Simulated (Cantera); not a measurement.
Input (Python, Cantera):

```python
import numpy as np
import cantera as ct

gas = ct.Solution("h2o2.yaml")
gas.TPX = 475, 21000, {'H2': 1, 'O2': 0.333, 'N2': 1.25}
flame = ct.FreeFlame(gas, width=0.12)
flame.set_refine_criteria(ratio=3, slope=0.08, curve=0.16)
flame.transport_model = "unity-Lewis-number"
flame.solve(loglevel=0, auto=True)
z, T = flame.grid, flame.T
thick = (T[-1] - T[0]) / np.gradient(T, z).max()
show = ['H2', 'O2', 'O', 'H2O', 'H', 'OH']
print(f"laminar burning velocity  {flame.velocity[0] * 100:.3f} cm/s")
print(f"burnt temperature         {T[-1]:.1f} K")
print(f"thermal thickness         {thick * 1e3:.4f} mm")
print(f"grid points               {len(z)}")
z0 = z[flame.heat_release_rate.argmax()]
print(f"{'z/mm':>9s}{'T/K':>9s}{'u/(m/s)':>9s}" + "".join(f"{s:>11s}" for s in show))
rows = []
for k in (-3, -2, -1.5, -1, -0.5, -0.25, 0, 0.25, 0.5, 1, 2, 4, 8):
    zz = z0 + k * thick
    rows.append([k * thick, np.interp(zz, z, T), np.interp(zz, z, flame.velocity),
                 *(np.interp(zz, z, flame.X[gas.species_index(s)]) for s in show)])
    print(f"{rows[-1][0] * 1e3:9.3f}{rows[-1][1]:9.1f}{rows[-1][2]:9.3f}" + "".join(f"{x:11.3e}" for x in rows[-1][3:]))
```

It prints:

```
laminar burning velocity  306.458 cm/s
burnt temperature         2330.8 K
thermal thickness         2.5447 mm
grid points               132
     z/mm      T/K  u/(m/s)         H2         O2          O        H2O          H         OH
   -7.634    475.0    3.065  3.871e-01  1.289e-01  7.558e-14  9.870e-10  6.039e-15  1.049e-15
   -5.089    475.0    3.065  3.871e-01  1.289e-01  1.580e-11  6.636e-08  1.263e-12  2.194e-13
   -3.817    475.0    3.065  3.871e-01  1.289e-01  4.741e-10  1.060e-06  3.832e-11  6.636e-12
   -2.545    475.1    3.066  3.871e-01  1.289e-01  1.453e-08  1.818e-05  1.414e-09  2.190e-10
   -1.272    494.9    3.189  3.851e-01  1.278e-01  5.845e-06  2.471e-03  3.633e-05  8.371e-06
   -0.636    695.9    4.430  3.569e-01  1.141e-01  2.314e-04  3.257e-02  5.456e-03  2.678e-04
    0.000   1132.9    7.032  2.151e-01  5.484e-02  4.254e-03  1.519e-01  6.872e-02  2.164e-03
    0.636   1395.9    8.525  1.150e-01  1.298e-02  6.761e-03  2.339e-01  1.144e-01  5.722e-03
    1.272   1515.7    9.173  1.087e-01  7.271e-03  6.488e-03  2.464e-01  1.079e-01  7.442e-03
    2.545   1652.2    9.890  1.156e-01  5.657e-03  5.725e-03  2.519e-01  9.059e-02  8.954e-03
    5.089   1799.3   10.642  1.230e-01  4.225e-03  4.532e-03  2.583e-01  7.211e-02  9.969e-03
   10.179   1944.3   11.363  1.293e-01  2.828e-03  3.157e-03  2.658e-01  5.462e-02  1.007e-02
   20.358   2075.2   11.996  1.345e-01  1.666e-03  1.909e-03  2.734e-01  3.929e-02  9.105e-03
```

Computed with Cantera and the H2/O2 subset of GRI-Mech 3.0, which has no nitrogen chemistry. Unity Lewis numbers drop preferential diffusion, which matters most where H2 and H carry the flame. Burning velocities carry a grid error of a few per cent, more on coarse grids.
